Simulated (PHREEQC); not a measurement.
A solution holds 0.15 mol HBr, 6.6e-05 mol NaCl and 0.0025 mol CdCl2 per kg of water, at 25 °C. Closed to the air; pH follows from the charge balance.

Computed with PHREEQC (ion-association model, phreeqc.dat).

* **pH**: 0.92
* **ionic strength**: 0.152 mol/kgw
* **specific conductance**: 51600 µS/cm
* **density**: 1.006 g/cm³
* **total alkalinity**: -150 meq/kg

```
species  molality  activity   log γ
-------  --------  --------  ------
H+          0.150     0.121  -0.092
Br-         0.147     0.106  -0.144
Cl-       0.00503   0.00370  -0.133
CdBr+     0.00158   0.00120  -0.120
CdBr2    0.000656  0.000679   0.015
Cd+2     0.000231   7.66e-5  -0.480
Na+       6.60e-5   5.03e-5  -0.118
CdCl+     3.57e-5   2.71e-5  -0.120
CdCl2     4.03e-7   4.18e-7   0.015
CdCl3-    1.29e-9  9.75e-10  -0.120
```

This is a speciation only: nothing precipitates in the calculation.
